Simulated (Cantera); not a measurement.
Input: 1 mol V2O5, 1.2 mol H2, 0.31 mol H2O, at 1 atm.

Method: chemical equilibrium by Gibbs-energy minimisation in Cantera with the NASA 1993 tables (ideal gas, pure condensed phases). Candidate condensed phases: H2O, V, VO, V2O3, V2O4, V2O5; 12 gas species. Mutual solubility and eutectic melting of coexisting phases are not modelled. Condensed phases not in the tables: the oxides between V2O3 and V2O5 other than VO2. Equilibrium is a limit: real reactors are often held back by kinetics, nucleation or transport.

x: gas mole fraction; n: condensed amount in mol.

```json
[
 {"T (°C)": "900", "x H2O": "0.999", "x H2": "0.00135", "x VO2": "3.76e-12", "x OH": "2.19e-8", "n V2O3(s)": "0.198", "n V2O4(s)": "0.802", "n V2O4(l)": "0"},
 {"T (°C)": "1000", "x H2O": "0.998", "x H2": "0.00209", "x VO2": "1.47e-10", "x OH": "1.78e-7", "n V2O3(s)": "0.197", "n V2O4(s)": "0.803", "n V2O4(l)": "0"},
 {"T (°C)": "1100", "x H2O": "0.997", "x H2": "0.00303", "x VO2": "3.32e-9", "x OH": "1.07e-6", "n V2O3(s)": "0.195", "n V2O4(s)": "0.805", "n V2O4(l)": "0"},
 {"T (°C)": "1200", "x H2O": "0.996", "x H2": "0.00420", "x VO2": "4.83e-8", "x OH": "5.02e-6", "n V2O3(s)": "0.194", "n V2O4(s)": "0.806", "n V2O4(l)": "0"},
 {"T (°C)": "1300", "x H2O": "0.994", "x H2": "0.00559", "x VO2": "4.92e-7", "x OH": "1.94e-5", "n V2O3(s)": "0.192", "n V2O4(s)": "0.808", "n V2O4(l)": "0"},
 {"T (°C)": "1400", "x H2O": "0.993", "x H2": "0.00720", "x VO2": "3.75e-6", "x OH": "6.37e-5", "n V2O3(s)": "0.189", "n V2O4(s)": "0.811", "n V2O4(l)": "0"},
 {"T (°C)": "1500", "x H2O": "0.991", "x H2": "0.00901", "x VO2": "2.24e-5", "x OH": "0.000183", "n V2O3(s)": "0.187", "n V2O4(s)": "0.813", "n V2O4(l)": "0"},
 {"T (°C)": "1600", "x H2O": "0.986", "x H2": "0.0137", "x VO2": "9.80e-5", "x OH": "0.000419", "n V2O3(s)": "0.180", "n V2O4(s)": "0", "n V2O4(l)": "0.820"},
 {"T (°C)": "1700", "x H2O": "0.975", "x H2": "…", "x VO2": "…", "x OH": "…", "n V2O3(s)": "…", "n V2O4(s)": "0", "n V2O4(l)": "0.835"},
 {"T (°C)": "1800", "x H2O": "0.958", "x H2": "…", "x VO2": "…", "x OH": "…", "n V2O3(s)": "…", "n V2O4(s)": "0", "n V2O4(l)": "0.857"},
 {"T (°C)": "1900", "x H2O": "0.933", "x H2": "0.0603", "x VO2": "0.00266", "x OH": "0.00244", "n V2O3(s)": "0.110", "n V2O4(s)": "0", "n V2O4(l)": "0.888"},
 {"T (°C)": "2000", "x H2O": "0.897", "x H2": "0.0894", "x VO2": "0.00643", "x OH": "0.00389", "n V2O3(s)": "0.0658", "n V2O4(s)": "0", "n V2O4(l)": "0.929"}
]
```

Problem. Some entries are withheld; supply them.

Solution. 
- 1800, x H2: 0.0387
- 1800, x VO2: 0.000999
- 1800, x OH: 0.00145
- 1800, n V2O3(s): 0.143
- 1700, x H2: 0.0236
- 1700, x VO2: 0.000334
- 1700, x OH: 0.000807
- 1700, n V2O3(s): 0.165
